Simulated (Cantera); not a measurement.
A Cantera script and what it prints.

```python
import numpy as np
import cantera as ct

gas_names = """
    Cr CrN H H2 N NH NH2 NH3 N2 N2H2 N2H4
""".split()
cond_names = """
    Cr(cr) Cr(L) CrN(s) Cr2N(s)
""".split()


# ... load() reads the species with a 1 bar reference pressure and builds the phases ...
atoms = {
    'Cr': {'Cr': 1},
    'NH3': {'N': 1, 'H': 3},
}
top_T = {'CrN(s)': 1900, 'Cr2N(s)': 1900}  # K; cautious upper limits of use, not melting points


# ... equilibrate(T, P, feed) seeds the gas with the atoms and calls Mixture.equilibrate('TP', solver="vcs", rtol=1e-11, max_steps=5000) ...
results = []
P = 3  # Pa
for T in [775, 875, 975, 1075, 1175, 1275, 1375, 1475, 1575]:
    for m in [0.19, 0.31, 0.5, 0.81, 1.3, 2.1, 3.4, 5.6, 9, 15]:
        feed = {'Cr': 1, 'NH3': m}  # mol
        mix = equilibrate(T, P, feed)
        results.append((T, P, feed, dict(zip(mix.species_names, mix.species_moles))))

for T, P, feed, n in results:
    print(f"{T:7g} {feed['NH3']:10.4g}  " + (" + ".join(c for c in cond_names if n.get(c, 0) > 1e-12) or "gas only"))
```

It prints:

```
    775       0.19  Cr(cr) + Cr2N(s)
    775       0.31  Cr(cr) + Cr2N(s)
    775        0.5  Cr(cr) + Cr2N(s)
    775       0.81  CrN(s) + Cr2N(s)
    775        1.3  CrN(s)
    775        2.1  CrN(s)
    775        3.4  CrN(s)
    775        5.6  CrN(s)
    775          9  CrN(s)
    775         15  CrN(s)
    875       0.19  Cr(cr) + Cr2N(s)
    875       0.31  Cr(cr) + Cr2N(s)
    875        0.5  Cr(cr) + Cr2N(s)
    875       0.81  Cr2N(s)
    875        1.3  Cr2N(s)
    875        2.1  Cr2N(s)
    875        3.4  Cr2N(s)
    875        5.6  Cr2N(s)
    875          9  Cr2N(s)
    875         15  Cr2N(s)
    975       0.19  Cr(cr) + Cr2N(s)
    975       0.31  Cr(cr) + Cr2N(s)
    975        0.5  Cr(cr) + Cr2N(s)
    975       0.81  Cr2N(s)
    975        1.3  Cr2N(s)
    975        2.1  Cr2N(s)
    975        3.4  Cr2N(s)
    975        5.6  Cr2N(s)
    975          9  Cr2N(s)
    975         15  Cr2N(s)
   1075       0.19  Cr(cr)
   1075       0.31  Cr(cr)
   1075        0.5  Cr(cr)
   1075       0.81  Cr(cr)
   1075        1.3  Cr(cr)
   1075        2.1  Cr(cr)
   1075        3.4  Cr(cr)
   1075        5.6  Cr(cr)
   1075          9  Cr(cr)
   1075         15  Cr(cr)
   1175       0.19  Cr(cr)
   1175       0.31  Cr(cr)
   1175        0.5  Cr(cr)
   1175       0.81  Cr(cr)
   1175        1.3  Cr(cr)
   1175        2.1  Cr(cr)
   1175        3.4  Cr(cr)
   1175        5.6  Cr(cr)
   1175          9  Cr(cr)
   1175         15  Cr(cr)
   1275       0.19  Cr(cr)
   1275       0.31  Cr(cr)
   1275        0.5  Cr(cr)
   1275       0.81  Cr(cr)
   1275        1.3  Cr(cr)
   1275        2.1  Cr(cr)
   1275        3.4  Cr(cr)
   1275        5.6  Cr(cr)
   1275          9  Cr(cr)
   1275         15  Cr(cr)
   1375       0.19  Cr(cr)
   1375       0.31  Cr(cr)
   1375        0.5  Cr(cr)
   1375       0.81  Cr(cr)
   1375        1.3  Cr(cr)
   1375        2.1  Cr(cr)
   1375        3.4  Cr(cr)
   1375        5.6  Cr(cr)
   1375          9  Cr(cr)
   1375         15  Cr(cr)
   1475       0.19  Cr(cr)
   1475       0.31  Cr(cr)
   1475        0.5  Cr(cr)
   1475       0.81  Cr(cr)
   1475        1.3  Cr(cr)
   1475        2.1  Cr(cr)
   1475        3.4  Cr(cr)
   1475        5.6  Cr(cr)
   1475          9  Cr(cr)
   1475         15  Cr(cr)
   1575       0.19  Cr(cr)
   1575       0.31  Cr(cr)
   1575        0.5  Cr(cr)
   1575       0.81  Cr(cr)
   1575        1.3  Cr(cr)
   1575        2.1  Cr(cr)
   1575        3.4  Cr(cr)
   1575        5.6  Cr(cr)
   1575          9  gas only
   1575         15  gas only
```

These are equilibrium values from Cantera (NASA tables, ideal gas, pure condensed phases), not measurements of a reactor.
